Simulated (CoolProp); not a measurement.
The fluid at 343.08 K and 0.25 MPa is throttled through a valve to 0.0957 MPa with no heat exchange. The same conditions are run with several fluids, on thermodynamics alone (safety and materials aside).

Values from CoolProp's reference Helmholtz-energy equation of state of each fluid (carbon dioxide: Span 1996; oxygen: Schmidt 1985; trans-2-butene: Lemmon 2005; ethylene: Smukala 2000; ammonia: Gao 2020).

| fluid | temperature change (K) | final density (kg/m³) |
|---|---|---|
| carbon dioxide | -1.2 | 1.49 |
| oxygen | -0.3 | 1.07 |
| trans-2-butene | -2.9 | 1.93 |
| ethylene | -1.1 | 0.948 |
| ammonia | -2.7 | 0.579 |

Above 300 K oxygen's equation is extrapolated.
